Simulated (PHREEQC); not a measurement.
PHREEQC input (ion-association model, wateq4f.dat):

```
SOLUTION_MASTER_SPECIES
  An  An-  0  An  62.0  # stands for a non-complexing anion
SOLUTION_SPECIES
  An- = An-
    -log_k 0
    -gamma 3.0 0
PHASES
  Fix_H+
    H+ = H+
    -log_k 0
SOLUTION 1
  temp 25
  units mmol/kgw
  pH 7 charge
  Cl 0.0536
  Sr 0.02
  Ba 0.0068
  Na 10
  An 10
END
SELECTED_OUTPUT 1
  -reset false
  -pH true
  -pe true
  -ionic_strength true
  -water true
  -totals Ba Cl Na Sr
  -molalities Hfo_wOH Hfo_wOH2+ Hfo_wO- Hfo_sOH Hfo_sOH2+ Hfo_sO- Hfo_sOHSr+2 Hfo_wOSr+ Hfo_wOSrOH Hfo_sOHBa+2
    Hfo_wOBa+
  -saturation_indices Halite
USER_PUNCH 1
  -headings sigma psi
  10 PUNCH EDL("sigma", "Hfo"), EDL("psi", "Hfo")
PRINT
  -reset false
USE solution 1
SURFACE 1
  Hfo_wOH 5.16854e-05 600 0.023
  Hfo_sOH 1.29213e-06
EQUILIBRIUM_PHASES 1
  Fix_H+ -3 HAn 10
    -force_equality true
  O2(g) -0.68 10
END
# ... the last block is repeated for the other 16 points of pH, with NaOH or the acid as the point needs
```

Selected output (columns that matter, 17 of 17 rows; pH added in front):

```
pH	mu	Ba	Na	Sr	m_Hfo_wOH	m_Hfo_wOH2+	m_Hfo_wO-	m_Hfo_sOH	m_Hfo_sOH2+	m_Hfo_sO-	m_Hfo_sOHSr+2	si_Halite	sigma	psi
3	0.011203	6.8e-06	0.01	2e-05	6.3557e-06	4.5309e-05	2.0424e-08	1.5889e-07	1.1327e-06	5.1059e-10	2.8641e-14	-7.9473	0.32459	0.20332
3.38	0.010558	6.8e-06	0.01	2e-05	1.1335e-05	4.0278e-05	7.3072e-08	2.8336e-07	1.0069e-06	1.8268e-09	7.3781e-14	-7.9449	0.28815	0.19873
3.75	0.010293	6.8e-06	0.01	2e-05	1.6998e-05	3.4495e-05	1.9189e-07	4.2496e-07	8.6238e-07	4.7973e-09	1.9917e-13	-7.9439	0.24585	0.19123
4.12	0.010178	6.8e-06	0.01	2e-05	2.2646e-05	2.8629e-05	4.1035e-07	5.6614e-07	7.1573e-07	1.0259e-08	5.6699e-13	-7.9435	0.20225	0.1815
4.5	0.010127	6.8e-06	0.01	2e-05	2.778e-05	2.3141e-05	7.6397e-07	6.945e-07	5.7853e-07	1.9099e-08	1.7392e-12	-7.9433	0.16038	0.16974
4.88	0.010104	6.8e-06	0.01	2e-05	3.19e-05	1.8527e-05	1.2583e-06	7.975e-07	4.6316e-07	3.1458e-08	5.5882e-12	-7.9432	0.12376	0.15653
5.25	0.010093	6.8e-06	0.01	2e-05	3.4867e-05	1.4957e-05	1.862e-06	8.7164e-07	3.7391e-07	4.6549e-08	1.8315e-11	-7.9431	0.093851	0.14242
5.62	0.010088	6.7999e-06	0.01	2e-05	3.6897e-05	1.224e-05	2.5481e-06	9.2234e-07	3.0597e-07	6.3695e-08	6.3695e-11	-7.9431	0.069464	0.12714
6	0.010085	6.7998e-06	0.01	2e-05	3.8205e-05	1.0203e-05	3.2772e-06	9.5477e-07	2.5498e-07	8.1899e-08	2.4592e-10	-7.9431	0.049646	0.11023
6.38	0.010083	6.799e-06	0.01	1.9999e-05	3.8954e-05	8.7652e-06	3.966e-06	9.7235e-07	2.1879e-07	9.8996e-08	1.023e-09	-7.9431	0.034423	0.092153
6.75	0.010082	6.7958e-06	0.01	1.9996e-05	3.9345e-05	7.784e-06	4.556e-06	9.7714e-07	1.9332e-07	1.1315e-07	4.3669e-09	-7.9431	0.023251	0.073572
7.12	0.010081	6.7817e-06	0.01	1.9981e-05	3.9547e-05	7.0719e-06	5.0663e-06	9.5994e-07	1.7166e-07	1.2298e-07	1.9247e-08	-7.9431	0.014891	0.05428
7.5	0.010081	6.7218e-06	0.01	1.9916e-05	3.965e-05	6.4497e-06	5.5841e-06	8.6798e-07	1.4119e-07	1.2224e-07	8.2599e-08	-7.9431	0.0084416	0.034234
7.88	0.01008	6.5567e-06	0.010001	1.9733e-05	3.9662e-05	5.7502e-06	6.267e-06	6.0513e-07	8.7732e-08	9.5617e-08	2.6082e-07	-7.943	0.0034188	0.014712
8.25	0.010082	6.3494e-06	0.010004	1.9481e-05	3.9521e-05	5.0543e-06	7.0794e-06	2.6986e-07	3.4512e-08	4.834e-08	4.9099e-07	-7.9429	-0.00090725	-0.0039535
8.62	0.010084	6.2239e-06	0.010008	1.9239e-05	3.9216e-05	4.5096e-06	7.8125e-06	7.8148e-08	8.9866e-09	1.5568e-08	6.2388e-07	-7.9427	-0.0054794	-0.023111
9	0.01009	6.141e-06	0.010017	1.8682e-05	3.8401e-05	3.8908e-06	8.6827e-06	1.9045e-08	1.9296e-09	4.3062e-09	6.5943e-07	-7.9424	-0.010847	-0.042338
```

Complexes and solids missing from the database can't appear. The oxide is taken as insoluble; below pH 4 it would dissolve.
